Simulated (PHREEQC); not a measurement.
Ca(OH)2 is added in steps, without added water, to 1 kg of water holding 0.66 mol/kgw MgSO4 and 0.11 mol/kgw KCl, at 20 °C. The system is closed to CO2. The run lets Arcanite, Bischofite, Brucite, Carnallite, Epsomite, Gypsum, Anhydrite, Hexahydrite, Kainite, Kieserite, Leonite, Misenite, Polyhalite, Portlandite, Schoenite, Sylvite, Syngenite, MgCl2_4H2O precipitate or redissolve, and no other solid.

Base run: PHREEQC, Pitzer model, pitzer.dat. Each further column changes one thing. The table gives pH.

```json
[
 {"Ca(OH)2 added (mol)": "0", "base": "6.67", "diluted 5-fold with water": "6.91", "diluted 10-fold with water": "6.96"},
 {"Ca(OH)2 added (mol)": "0.05175", "base": "9.24", "diluted 5-fold with water": "9.58", "diluted 10-fold with water": "9.86"},
 {"Ca(OH)2 added (mol)": "0.1207", "base": "9.26", "diluted 5-fold with water": "9.91", "diluted 10-fold with water": "12.58"},
 {"Ca(OH)2 added (mol)": "0.1725", "base": "9.28", "diluted 5-fold with water": "12.58", "diluted 10-fold with water": "12.58"},
 {"Ca(OH)2 added (mol)": "0.2243", "base": "9.30", "diluted 5-fold with water": "12.58", "diluted 10-fold with water": "12.58"},
 {"Ca(OH)2 added (mol)": "0.2933", "base": "9.33", "diluted 5-fold with water": "12.58", "diluted 10-fold with water": "12.58"},
 {"Ca(OH)2 added (mol)": "0.345", "base": "9.36", "diluted 5-fold with water": "12.58", "diluted 10-fold with water": "12.58"},
 {"Ca(OH)2 added (mol)": "0.3967", "base": "9.39", "diluted 5-fold with water": "12.58", "diluted 10-fold with water": "12.58"},
 {"Ca(OH)2 added (mol)": "0.4657", "base": "9.44", "diluted 5-fold with water": "12.58", "diluted 10-fold with water": "12.58"},
 {"Ca(OH)2 added (mol)": "0.5175", "base": "9.49", "diluted 5-fold with water": "12.58", "diluted 10-fold with water": "12.58"},
 {"Ca(OH)2 added (mol)": "0.5693", "base": "9.57", "diluted 5-fold with water": "12.58", "diluted 10-fold with water": "12.58"},
 {"Ca(OH)2 added (mol)": "0.6382", "base": "9.82", "diluted 5-fold with water": "12.58", "diluted 10-fold with water": "12.58"},
 {"Ca(OH)2 added (mol)": "0.69", "base": "12.60", "diluted 5-fold with water": "12.58", "diluted 10-fold with water": "12.58"}
]
```

In brines, pH and single-ion activities rest on the MacInnes convention.
